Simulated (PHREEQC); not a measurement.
Dissolve 0.067 mol NH4Cl, 0.0026 mol NaF and 0.2 mol KCl per kg of water at 80 °C. Closed to the air; pH follows from the charge balance.

Computed with PHREEQC (ion-association model, phreeqc.dat).

| quantity | before | after |
|---|---|---|
| pH | 5.08 | 5.06 |
| ionic strength (mol/kgw) | 0.270 | 0.0695 |
| NH3 (mol/kgw) | 6.94e-5 | 8.46e-5 |
| SI of Halite (NaCl) | -5.09 | -5.58 |

Problem. What was changed between the two runs?
A. NaF replaced by NaHSO4 at the same molality
B. KCl replaced by KHCO3 at the same molality
C. KCl left out
D. diluted 2-fold with water

Solution. C, KCl left out

Precipitation was switched off in this run. At this temperature some constants are extrapolated from 25 °C, and those without enthalpy data are left unchanged.
